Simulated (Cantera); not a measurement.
Input (Python, Cantera) and output of one run.

```python
import numpy as np
import cantera as ct

gas_names = """
    CL CLO CL2 H HCL HOCL HO2 H2 H2O H2O2 O OH O2 O3 Si SiCL SiCL2 SiCL3 SiCL4 SiH SiHCL3 SiH2 SiH2CL2
    SiH3 SiH3CL SiH4 SiO SiO2 Si2 Si3
""".split()
cond_names = """
    H2O(s) H2O(L) Si(cr) Si(L) SiO2(Lqz) SiO2(hqz) SiO2(L)
""".split()


# ... load() reads the species with a 1 bar reference pressure and builds the phases ...
atoms = {
    'SiH2Cl2': {'Si': 1, 'H': 2, 'CL': 2},
    'H2O': {'H': 2, 'O': 1},
    'H2': {'H': 2},
}
top_T = {}  # K; cautious upper limits of use, not melting points


# ... equilibrate(T, P, feed) seeds the gas with the atoms and calls Mixture.equilibrate('TP', solver="vcs", rtol=1e-11, max_steps=5000) ...
results = []
T = 1125  # K
P = 1200  # Pa
for m in [0.12, 0.23, 0.33, 0.43, 0.54, 0.64, 0.75, 0.85, 0.95, 1.1, 1.2, 1.3, 1.4]:
    feed = {'SiH2Cl2': 1, 'H2O': m, 'H2': 0.46}  # mol
    mix = equilibrate(T, P, feed)
    results.append((T, P, feed, dict(zip(mix.species_names, mix.species_moles))))

top = {s: max(r[3][s] / sum(r[3][g] for g in gas_names) for r in results) for s in gas_names}
cols = sorted((s for s in top if top[s] > 1e-05), key=lambda s: -top[s])[:6]
seen = [c for c in cond_names if any(r[3].get(c, 0) > 1e-12 for r in results)]
print("log10 of partial pressures in bar; condensed amounts in mol")
print(f"{'n(H2O)':>10s}" + "".join(f"{s[:9]:>10s}" for s in cols + seen))
for T, P, feed, n in results:
    ng = sum(n[g] for g in gas_names)
    print(f"{feed['H2O']:10.4g}" + "".join(f"{np.log10(max(n[s] / ng * P / 1e5, 1e-99)):10.3f}" for s in cols)
          + "".join(f"{n.get(c, 0):10.4g}" for c in seen))
```

Result:

```
log10 of partial pressures in bar; condensed amounts in mol
    n(H2O)        H2       HCL     SiCL4     SiCL2    SiHCL3     SiCL3    Si(cr) SiO2(hqz)
      0.12    -2.089    -2.978    -2.696    -3.540    -3.567    -3.663    0.4391      0.06
      0.23    -2.081    -2.980    -2.722    -3.553    -3.583    -3.683    0.3855     0.115
      0.33    -2.074    -2.983    -2.745    -3.565    -3.597    -3.700    0.3367     0.165
      0.43    -2.068    -2.985    -2.767    -3.576    -3.610    -3.716     0.288     0.215
      0.54    -2.062    -2.988    -2.790    -3.588    -3.625    -3.734    0.2343      0.27
      0.64    -2.057    -2.990    -2.811    -3.598    -3.637    -3.749    0.1856      0.32
      0.75    -2.052    -2.993    -2.832    -3.608    -3.651    -3.765    0.1319     0.375
      0.85    -2.048    -2.996    -2.851    -3.618    -3.663    -3.780   0.08317     0.425
      0.95    -2.044    -2.999    -2.869    -3.627    -3.675    -3.793    0.0344     0.475
       1.1    -2.046    -2.884    -2.886    -3.875    -3.809    -3.926         0      0.55
       1.2    -2.057    -2.751    -2.918    -4.185    -3.984    -4.096         0       0.6
       1.3    -2.071    -2.640    -2.971    -4.474    -4.163    -4.268         0      0.65
       1.4    -2.087    -2.552    -3.042    -4.737    -4.338    -4.435         0       0.7
```

Equilibrium computed with Cantera from the NASA thermochemical tables; the gas is ideal and each condensed phase is pure. Mutual solubility and eutectic melting of coexisting phases are not modelled. The tables' values for SiCl3 are old estimates; treat these amounts as uncertain.
